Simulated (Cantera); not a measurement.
Oxide etching and cleaning by halides: B₂O₃ + HF + O₂

Charge: 1 mol B₂O₃, 1.1 mol HF, 0.34 mol O₂, equilibrated at 3500 Pa.

Equilibrium computed with Cantera from the NASA thermochemical tables; the gas is ideal and each condensed phase is pure. Candidate condensed phases: B, B₂O₃, B₃O₃H₃, H₂O; 43 gas species. Gases not in the tables: H₃BO₃. Equilibrium is a limit: real reactors are often held back by kinetics, nucleation or transport.

```json
[
 {"T (°C)": "1202", "x BOF": "0.219", "x HF": "0.297", "x O₂": "0.212", "x HBO₂": "0.0429", "x H₂O": "0.172", "x BF₃": "0.0488", "x B₂O₃": "0.000368", "x B₃O₃F₃": "0.00729", "n B₂O₃(l)": "0.732"},
 {"T (°C)": "1227", "x BOF": "0.257", "x HF": "0.276", "x O₂": "0.204", "x HBO₂": "0.0528", "x H₂O": "0.166", "x BF₃": "0.0372", "x B₂O₃": "0.000620", "x B₃O₃F₃": "0.00560", "n B₂O₃(l)": "0.696"},
 {"T (°C)": "1252", "x BOF": "0.293", "x HF": "0.252", "x O₂": "0.197", "x HBO₂": "0.0646", "x H₂O": "0.161", "x BF₃": "0.0270", "x B₂O₃": "0.00102", "x B₃O₃F₃": "0.00408", "n B₂O₃(l)": "0.656"},
 {"T (°C)": "1277", "x BOF": "0.326", "x HF": "0.226", "x O₂": "0.190", "x HBO₂": "0.0784", "x H₂O": "0.156", "x BF₃": "0.0185", "x B₂O₃": "0.00166", "x B₃O₃F₃": "0.00282", "n B₂O₃(l)": "0.612"},
 {"T (°C)": "1302", "x BOF": "0.354", "x HF": "0.199", "x O₂": "0.184", "x HBO₂": "0.0945", "x H₂O": "0.151", "x BF₃": "0.0121", "x B₂O₃": "0.00266", "x B₃O₃F₃": "0.00186", "n B₂O₃(l)": "0.564"},
 {"T (°C)": "1327", "x BOF": "0.377", "x HF": "0.173", "x O₂": "0.178", "x HBO₂": "0.113", "x H₂O": "0.145", "x BF₃": "0.00765", "x B₂O₃": "0.00419", "x B₃O₃F₃": "0.00118", "n B₂O₃(l)": "0.513"},
 {"T (°C)": "1352", "x BOF": "0.395", "x HF": "0.148", "x O₂": "0.172", "x HBO₂": "0.133", "x H₂O": "0.139", "x BF₃": "0.00468", "x B₂O₃": "0.00650", "x B₃O₃F₃": "0.000722", "n B₂O₃(l)": "0.460"},
 {"T (°C)": "1377", "x BOF": "0.408", "x HF": "0.125", "x O₂": "0.167", "x HBO₂": "0.155", "x H₂O": "0.131", "x BF₃": "0.00280", "x B₂O₃": "0.00994", "x B₃O₃F₃": "0.000434", "n B₂O₃(l)": "0.403"},
 {"T (°C)": "1402", "x BOF": "0.416", "x HF": "0.103", "x O₂": "0.162", "x HBO₂": "0.179", "x H₂O": "0.121", "x BF₃": "0.00165", "x B₂O₃": "0.0150", "x B₃O₃F₃": "0.000257", "n B₂O₃(l)": "0.342"}
]
```
x: gas mole fraction; n: condensed amount in mol.

From 1202 °C to 1402 °C the condensed part is B₂O₃(l). The share of B in condensed phases is highest at 1202 °C (73.2 %) and lowest at 1402 °C (34.2 %).
